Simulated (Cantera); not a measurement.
Input (Python, Cantera):

```python
import numpy as np
import cantera as ct

gas = ct.Solution("gri30.yaml")
gas.TPX = 2198, 18000, {'NO': 1, 'N2': 0.13}
inlet = ct.Reservoir(gas, clone=True)

reactor = ct.IdealGasConstPressureReactor(gas, energy="off", clone=False)
exhaust = ct.Reservoir(gas, clone=True)
tau = [3.6, 0.99, 0.27, 0.074, 0.02, 0.0056, 0.0015, 0.00042][0]
for a, b in ((inlet, reactor), (reactor, exhaust)):
    ct.MassFlowController(a, b, mdot=lambda t: reactor.mass / tau)
net = ct.ReactorNet([reactor])
show = ['NO', 'N2O', 'O2', 'NO2', 'N2']

rows = []
print(f"{'tau/s':>10s}{'T/K':>9s}" + "".join(f"{s:>11s}" for s in show))
for tau in [3.6, 0.99, 0.27, 0.074, 0.02, 0.0056, 0.0015, 0.00042]:
    net.initial_time = 0.0
    net.advance(30 * tau)
    before = gas.X
    net.advance(40 * tau)
    drift = np.max(np.abs(gas.X - before) / (gas.X + 1e-9))
    rows.append([gas.T, *gas[show].X, drift])
    print(f"{tau:10.3e}{gas.T:9.1f}" + "".join(f"{x:11.3e}" for x in gas[show].X))
```

It prints:

```
     tau/s      T/K         NO        N2O         O2        NO2         N2
 3.600e+00   2198.0  8.053e-02  2.220e-06  3.993e-01  6.002e-05  5.161e-01
 9.900e-01   2198.0  1.834e-01  1.088e-05  3.480e-01  1.275e-04  4.647e-01
 2.700e-01   2198.0  4.126e-01  5.806e-05  2.337e-01  2.349e-04  3.502e-01
 7.400e-02   2198.0  6.966e-01  1.857e-04  9.236e-02  2.539e-04  2.084e-01
 2.000e-02   2198.0  8.353e-01  2.901e-04  2.360e-02  1.770e-04  1.392e-01
 5.600e-03   2198.0  8.721e-01  3.104e-04  5.531e-03  1.273e-04  1.210e-01
 1.500e-03   2198.0  8.818e-01  2.619e-04  9.345e-04  8.637e-05  1.162e-01
 4.200e-04   2198.0  8.842e-01  1.548e-04  8.477e-05  3.470e-05  1.152e-01
```

Computed with Cantera and GRI-Mech 3.0 (53 species, 325 reactions).
